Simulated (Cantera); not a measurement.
Charge: 1 mol Al2O3, 0.3 mol N2, equilibrated at 2673 K and 4.10 bar.

Method: chemical equilibrium by Gibbs-energy minimisation in Cantera with the NASA 1993 tables (ideal gas, pure condensed phases). Candidate condensed phases: Al, AlN, Al2O3; 16 gas species. Equilibrium is a limit: real reactors are often held back by kinetics, nucleation or transport.

Base state: N2 1.000, NO 4.26e-5, Al 2.40e-5 (mole fractions); condensed: Al2O3(l).

**Question.** What changes in the equilibrium state with this change: 0.39 mol NH3 added?

**Answer.** 
```
species         before     after
-------------  -------  --------
H2                   0     0.522
N2               1.000     0.453
H                    0    0.0183
Al             2.40e-5   0.00104
H2O                  0   0.00373
AlOH                 0  0.000296
AlH                  0  0.000142
OH                   0   3.26e-5
Al2O3(l), mol    1.000     0.998
```
The tables' values for AlOH are old estimates; treat these amounts as uncertain. Gases not in the tables: Al(OH)3. Further candidate phases: H2O.
